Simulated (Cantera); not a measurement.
Feed: 1 mol Si3N4, 0.03 mol H2O, 190 mol H2, held at 1650 °C.

These are equilibrium values from Cantera (NASA tables, ideal gas, pure condensed phases), not measurements of a reactor. Candidate condensed phases: H2O, Si, SiO2, Si2N2O, Si3N4; 35 gas species. Mutual solubility and eutectic melting of coexisting phases are not modelled. Gases not in the tables: Si2H6 and higher silanes. Rates play no part.

Task: Which condensed phases are stable at each of these points (P (Pa)): 0.100, 1.50, 22, 320, 4600, 68000, 1000000?

Result: 
| P (Pa) | condensed phases | Si condensed (%) |
|---|---|---|
| 0.100 | gas only | 0.0 |
| 1.50 | gas only | 0.0 |
| 22 | gas only | 0.0 |
| 320 | Si(l) | 61.5 |
| 4600 | Si(l) | 95.7 |
| 68000 | Si(l) | 98.3 |
| 1000000 | Si(l) + Si3N4(s) | 98.5 |

From 0.100 Pa to 22.0 Pa nothing is condensed. From 3.20 mbar to 0.680 bar the condensed part is Si(l). At 10.0 bar the condensed part is Si(l) + Si3N4(s).
